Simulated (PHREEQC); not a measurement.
1 kg of water holding 0.0022 mol K2SO4, 0.019 mol NaCl and 0.012 mol Na2SO4 is evaporated at 25 °C; the solids stay in contact with the brine. No CO2 enters from the air. The run lets Arcanite, Glaserite, Halite, Mirabilite, Misenite, Sylvite, Thenardite precipitate or redissolve, and no other solid.

The series has 28 steps of water left (kg), from 1 to 0.005012.

Model: Pitzer model, pitzer.dat, run in PHREEQC.

Q: Which solids form, in which order, and at which step of the series does each first stand?

A: Mirabilite from water left = 0.007397 kg, last present at water left = 0.007397 kg; Thenardite from water left = 0.006093 kg.
